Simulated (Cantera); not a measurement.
A closed system holds: 1 mol CH3F, held at 2700 K and 0.0563 Torr.

These are equilibrium values from Cantera (NASA tables, ideal gas, pure condensed phases), not measurements of a reactor. Candidate condensed phases: C, C6H6, C7H8, C8H18; 95 gas species. Rates play no part.

Base state: H 0.599, HF 0.223, C3 0.0771, F 0.0543, C 0.0246, C2 0.00849, H2 0.00835, CF 0.00271 (mole fractions); condensed: gas only.

Problem. What changes in the equilibrium state with this change: temperature from 2700 K to 650 K?

Solution. 
| species | before | after |
|---|---|---|
| HF | 0.223 | 0.500 |
| H2 | 0.00835 | 0.499 |
| CH4 | <1e-9 | 0.000486 |
| H | 0.599 | <1e-9 |
| C3 | 0.0771 | <1e-9 |
| F | 0.0543 | <1e-9 |
| C | 0.0246 | <1e-9 |
| C2 | 0.00849 | <1e-9 |
| CF | 0.00271 | <1e-9 |
| C2H | 0.00113 | <1e-9 |
| C(graphite), mol | 0 | 0.999 |
